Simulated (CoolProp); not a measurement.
Vapour-liquid equilibrium of benzene (1) + cyclohexane (2) at 73.2 kPa; x and y are mole fractions of (1).

The numbers come from the multi-fluid Helmholtz-energy mixture model, Thol 2012 and Zhou 2014; pair parameters Bell 2016 in CoolProp.

### Question
Give the bubble temperature and the first vapour's composition at x = 0.05, 0.5, 0.65. Is there an azeotrope?

### Answer
x = 0.05: 342.8 K, y = 0.068; x = 0.5: 340.1 K, y = 0.508; x = 0.65: 340.2 K, y = 0.629. y crosses x between x = 0.5 and 0.65: the model has an azeotrope there.

Pair parameters are fitted to limited data, so mixtures are less certain than the pure fluids.
